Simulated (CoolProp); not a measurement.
The fluid at 298.15 K and 0.462 MPa flows at 12 m/s in a round tube of 25 mm bore and 0.25 µm roughness, fully developed (64/Re and Nu = 3.66 if laminar; Colebrook and Gnielinski if turbulent). The same conditions are run with several fluids, on thermodynamics alone (safety and materials aside).

Computed with CoolProp (reference Helmholtz-energy equation of state of each fluid (ammonia: Gao 2020; CH2F2 (R32): Tillner-Roth 1997; C2F6 (R116): Lemmon 2006; C3F8 (R218): Lemmon 2006; sulfur hexafluoride: Guder 2009)).

```tsv
fluid	Reynolds number	Darcy friction factor	pressure drop (Pa/m)	heat-transfer coefficient (W/(m² K))	mass flow (kg/h)
ammonia	100000	0.0180	…	224	70.9
CH2F2 (R32)	231000	…	454	230	…
C2F6 (R116)	575000	0.0130	1010	…	574
C3F8 (R218)	965000	0.0119	1350	632	832
sulfur hexafluoride	564000	0.0130	…	…	610
```

**Question.** What belongs in the gaps?

**Answer.** 
- ammonia, pressure drop (Pa/m): 174
- CH2F2 (R32), Darcy friction factor: 0.0153
- CH2F2 (R32), mass flow (kg/h): 218
- C2F6 (R116), heat-transfer coefficient (W/(m² K)): 459
- sulfur hexafluoride, pressure drop (Pa/m): 1080
- sulfur hexafluoride, heat-transfer coefficient (W/(m² K)): 415

Transport values come from each fluid's own correlations; those of CH2F2 (R32), C2F6 (R116), C3F8 (R218) are estimates that may be off by 10 % or more.
